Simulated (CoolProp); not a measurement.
Normal hydrogen along the isotherm 32.4 K: fugacity coefficient from the reference equation and from simpler models built on Tc = 33.1 K, pc = 1296 kPa, ω = -0.219; each cubic takes its own stable root.

Computed with CoolProp (reference Helmholtz-energy equation of state, Leachman 2009).

```csv
p (kPa),phase,reference
216,gas,0.9431
432,gas,0.8868
648,gas,0.8307
864,gas,0.7742
1080,gas,0.7153
1300,liquid,0.6314
1510,liquid,0.5610
1730,liquid,0.5054
1940,liquid,0.4641
```

How far does each simpler model (van der Waals, Redlich-Kwong, Soave-Redlich-Kwong, Peng-Robinson) lie from the reference over these 9 states: mean and median of the absolute difference, and the worst?


- van der Waals: mean 3.6 %, median 2.9 %, worst +7.3 % at 32.4 K and 1940 kPa
- Redlich-Kwong: mean 1.4 %, median 1.6 %, worst -2.1 % at 32.4 K and 1300 kPa
- Soave-Redlich-Kwong: mean 0.5 %, median 0.5 %, worst -1.1 % at 32.4 K and 1080 kPa
- Peng-Robinson: mean 3.2 %, median 4.0 %, worst -4.4 % at 32.4 K and 1940 kPa
